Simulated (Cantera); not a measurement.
Cantera run, input and output.

```python
import numpy as np
import cantera as ct

gas = ct.Solution("gri30.yaml")
gas.TPX = 1000, 100000, {'CO': 1, 'H2': 0.14, 'CH4': 0.35, 'O2': 1.33, 'N2': 5}
reactor = ct.IdealGasConstPressureReactor(gas, energy="on", clone=False)
net = ct.ReactorNet([reactor])
net.rtol, net.atol = 1e-08, 1e-16
show = ['CO', 'H2', 'CH4', 'OH', 'O']
times = np.geomspace(2e-06, 0.6, 11)

steps = ct.SolutionArray(gas, extra=["t"])
rows = []
print(f"{'t/s':>10s}{'T/K':>9s}{'P/Pa':>11s}" + "".join(f"{s:>11s}" for s in show))
for t in times:
    while net.time < t:
        t_next = net.step()
        steps.append(gas.state, t=t_next)
    rows.append([np.interp(t, steps.t, y) for y in (steps.T, steps.P, *steps(*show).X.T)])
    print(f"{t:10.3e}{rows[-1][0]:9.1f}{rows[-1][1]:11.4g}" + "".join(f"{x:11.3e}" for x in rows[-1][2:]))
rate = np.gradient(steps.T, steps.t)
print("integrator steps:", len(steps.t))
if steps.T.max() > steps.T[0] + 200:
    print(f"time of steepest temperature rise: {steps.t[rate.argmax()]:.4e} s")
gas.TPX = 1000, 100000, {'CO': 1, 'H2': 0.14, 'CH4': 0.35, 'O2': 1.33, 'N2': 5}
gas.equilibrate("HP")
print(f"equilibrium (HP): T = {gas.T:.1f} K  " + "  ".join(f"{s} {gas[s].X[0]:.3e}" for s in show))
```

It prints:

```
       t/s      T/K       P/Pa         CO         H2        CH4         OH          O
 2.000e-06   1000.0      1e+05  1.279e-01  1.790e-02  4.476e-02  5.466e-12  3.640e-11
 7.059e-06   1000.0      1e+05  1.279e-01  1.790e-02  4.476e-02  1.794e-11  7.932e-11
 2.491e-05   1000.0      1e+05  1.279e-01  1.790e-02  4.476e-02  2.940e-11  1.115e-10
 8.794e-05   1000.0      1e+05  1.279e-01  1.790e-02  4.476e-02  3.906e-11  1.308e-10
 3.104e-04   1000.0      1e+05  1.279e-01  1.790e-02  4.476e-02  8.051e-11  2.077e-10
 1.095e-03   1000.0      1e+05  1.279e-01  1.790e-02  4.476e-02  4.705e-10  8.983e-10
 3.866e-03   1000.5      1e+05  1.279e-01  1.788e-02  4.471e-02  9.688e-08  1.284e-07
 1.365e-02   2468.7      1e+05  5.264e-02  6.516e-03  8.474e-17  1.243e-02  5.318e-03
 4.816e-02   2560.4      1e+05  4.384e-02  5.092e-03  1.190e-16  1.028e-02  3.077e-03
 1.700e-01   2560.3      1e+05  4.384e-02  5.092e-03  1.191e-16  1.028e-02  3.076e-03
 6.000e-01   2560.3      1e+05  4.384e-02  5.092e-03  1.191e-16  1.028e-02  3.076e-03
integrator steps: 2148
time of steepest temperature rise: 1.3171e-02 s
equilibrium (HP): T = 2560.3 K  CO 4.384e-02  H2 5.092e-03  CH4 1.620e-16  OH 1.028e-02  O 3.076e-03
```

Model: GRI-Mech 3.0 (53 species, 325 reactions), integrated in Cantera.
